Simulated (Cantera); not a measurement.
## Chemical vapour transport: Fe₃O₄ + Cl₂ + N₂

Feed: 1 mol Fe₃O₄, 0.57 mol Cl₂, 7.8 mol N₂, at 250000 Pa.

Cantera equilibrium calculation (NASA polynomials, part measured and part estimated; ideal gas, pure solids and liquids). Candidate condensed phases: Fe, FeCl₂, FeCl₃, FeO, Fe₂O₃, Fe₃O₄; 19 gas species. Kinetics and transport are ignored.

| T (K) | x N₂ | x FeCl₂ | x FeCl₃ | x Cl₂ | x O₂ | n Fe₂O₃(s) |
|---|---|---|---|---|---|---|
| 950 | 0.958 | 0.000305 | 0.0255 | 0.00875 | 1.19e-6 | 1.33 |
| 1000 | 0.955 | 0.000733 | 0.0308 | 0.00893 | 3.31e-6 | 1.33 |
| 1050 | 0.953 | 0.00149 | 0.0340 | 0.00928 | 9.44e-6 | 1.33 |
| 1100 | 0.951 | 0.00267 | 0.0351 | 0.00981 | 2.73e-5 | 1.33 |
| 1150 | 0.949 | 0.00432 | 0.0348 | 0.0105 | 7.81e-5 | 1.33 |
| 1200 | 0.948 | 0.00649 | 0.0334 | 0.0112 | 0.000215 | 1.33 |
| 1250 | 0.946 | 0.00924 | 0.0314 | 0.0118 | 0.000549 | 1.33 |
| 1300 | 0.944 | 0.0127 | 0.0289 | 0.0120 | 0.00125 | 1.33 |
| 1350 | 0.941 | 0.0171 | 0.0261 | 0.0115 | 0.00248 | 1.32 |
| 1400 | 0.938 | 0.0226 | 0.0230 | 0.0103 | 0.00425 | 1.31 |
| 1450 | 0.934 | 0.0289 | 0.0195 | 0.00865 | 0.00645 | 1.30 |
| 1500 | 0.929 | 0.0357 | 0.0157 | 0.00683 | 0.00883 | 1.28 |
| 1550 | 0.925 | 0.0423 | 0.0121 | 0.00510 | 0.0111 | 1.27 |
x: gas mole fraction; n: condensed amount in mol.

From 950 K to 1550 K the condensed part is Fe₂O₃(s). The main Fe-bearing gas is FeCl₃ at 950 K and FeCl₂ at 1550 K.
